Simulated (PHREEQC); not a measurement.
Synthetic water in mg/L, 52 °C, pH 6.05, pe 10.7: Na 0.19; K 0.0273; Ca 0.528; Mg 0.0936; Cl 0.708; S(6) as SO4 0.0836; Alkalinity as HCO3 1.28; Cd 0.0472.

Valence states are taken as typed.

All values are PHREEQC results (ion-association model, phreeqc.dat), not measurements.

This is a speciation only: nothing precipitates in the calculation.

Task: Predict the charge-balance error.

Result: charge-balance error 1.3 %.

Task: In which forms is C present?

Result: CO2 63 %, HCO3- 37 % of the C.

Complexes and solids missing from the database can't appear. Away from 25 °C the constants follow the database's enthalpies or fits; those with neither stay at their 25 °C values.
